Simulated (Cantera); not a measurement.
Equilibrium for hydrogen reduction and annealing atmospheres: ZrO₂ + H₂

A closed system holds: 1 mol ZrO₂, 910 mol H₂, at 1625 °C.

Equilibrium computed with Cantera from the NASA thermochemical tables; the gas is ideal and each condensed phase is pure. Candidate condensed phases: H₂O, Zr, ZrO₂; 12 gas species. Mutual solubility and eutectic melting of coexisting phases are not modelled. Condensed phases not in the tables: N, O or C dissolved in the metal. Equilibrium is a limit: real reactors are often held back by kinetics, nucleation or transport.

| P (Pa) | x H₂ | x H | x H₂O | x ZrO | n ZrO₂(tetragonal) | n Zr(β) |
|---|---|---|---|---|---|---|
| 10 | 0.925 | 0.0752 | 5.26e-6 | 5.26e-6 | 0.995 | 0 |
| 68 | 0.970 | 0.0295 | 2.08e-6 | 2.05e-6 | 0.998 | 0 |
| 460 | 0.989 | 0.0115 | 8.21e-7 | 7.83e-7 | 0.999 | 0 |
| 3200 | 0.996 | 0.00436 | 4.18e-7 | 2.23e-7 | 1.000 | 0 |
| 22000 | 0.998 | 0.00167 | 4.19e-7 | 3.24e-8 | 1.000 | 0.000175 |
| 150000 | 0.999 | 0.000638 | 4.20e-7 | 4.75e-9 | 1.000 | 0.000189 |
| 1000000 | 1.000 | 0.000247 | 4.20e-7 | 7.12e-10 | 1.000 | 0.000191 |
x: gas mole fraction; n: condensed amount in mol.

From 10.0 Pa to 32.0 mbar the condensed part is ZrO₂(tetragonal). From 0.220 bar to 10.0 bar the condensed part is Zr(β) + ZrO₂(tetragonal).
